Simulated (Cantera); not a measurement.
Cantera run:

```python
import numpy as np
import cantera as ct

gas_names = """
    CL CLO CL2 H HCL HOCL HO2 H2 H2O H2O2 O OH O2 O3 Ti TiCL TiCL2 TiCL3 TiCL4 TiO TiOCL TiOCL2 TiO2
""".split()
cond_names = """
    H2O(s) H2O(L) Ti(a) Ti(b) Ti(L) TiCL2(s) TiCL3(s) TiCL4(L) TiO(a) TiO(b) TiO(L) TiO2(ru) TiO2(L)
    Ti2O3(a) Ti2O3(b) Ti2O3(L) Ti3O5(a) Ti3O5(b) Ti3O5(L) Ti4O7(s) Ti4O7(L)
""".split()


# ... load() reads the species with a 1 bar reference pressure and builds the phases ...
atoms = {
    'TiCl4': {'Ti': 1, 'CL': 4},
    'O2': {'O': 2},
    'H2': {'H': 2},
}
top_T = {'TiCL2(s)': 1300, 'TiCL3(s)': 1000}  # K; cautious upper limits of use, not melting points


# ... equilibrate(T, P, feed) seeds the gas with the atoms and calls Mixture.equilibrate('TP', solver="vcs", rtol=1e-11, max_steps=5000) ...
results = []
feed = {'TiCl4': 1, 'O2': 1.7, 'H2': 53}  # mol
P = 17000  # Pa
for T in [1548, 1598, 1648, 1698, 1748, 1798, 1848, 1898, 1948]:
    mix = equilibrate(T, P, feed)
    results.append((T, P, feed, dict(zip(mix.species_names, mix.species_moles))))

top = {s: max(r[3][s] / sum(r[3][g] for g in gas_names) for r in results) for s in gas_names}
cols = sorted((s for s in top if top[s] > 0.001), key=lambda s: -top[s])[:5]
seen = [c for c in cond_names if any(r[3].get(c, 0) > 1e-12 for r in results)]
print("log10 of partial pressures in bar; condensed amounts in mol")
print(f"{'T/K':>10s}" + "".join(f"{s[:9]:>10s}" for s in cols + seen))
for T, P, feed, n in results:
    ng = sum(n[g] for g in gas_names)
    print(f"{T:10.4g}" + "".join(f"{np.log10(max(n[s] / ng * P / 1e5, 1e-99)):10.3f}" for s in cols)
          + "".join(f"{n.get(c, 0):10.4g}" for c in seen))
```

Output:

```
log10 of partial pressures in bar; condensed amounts in mol
       T/K        H2       HCL       H2O         H  TiO2(ru)  Ti3O5(b)  Ti4O7(s)
      1548    -0.814    -1.908    -2.364    -4.919         1         0         0
      1598    -0.816    -1.908    -2.316    -4.682    0.3499         0    0.1625
      1648    -0.817    -1.908    -2.292    -4.459         0         0      0.25
      1698    -0.817    -1.908    -2.293    -4.248         0         0      0.25
      1748    -0.817    -1.908    -2.293    -4.050         0         0      0.25
      1798    -0.818    -1.908    -2.271    -3.862         0    0.3333         0
      1848    -0.818    -1.909    -2.271    -3.685         0    0.3333         0
      1898    -0.818    -1.909    -2.272    -3.516         0    0.3333         0
      1948    -0.819    -1.909    -2.272    -3.356         0    0.3333         0
```

Cantera equilibrium calculation (NASA polynomials, part measured and part estimated; ideal gas, pure solids and liquids). Mutual solubility and eutectic melting of coexisting phases are not modelled. Condensed phases not in the tables: Magnéli phases beyond Ti4O7.
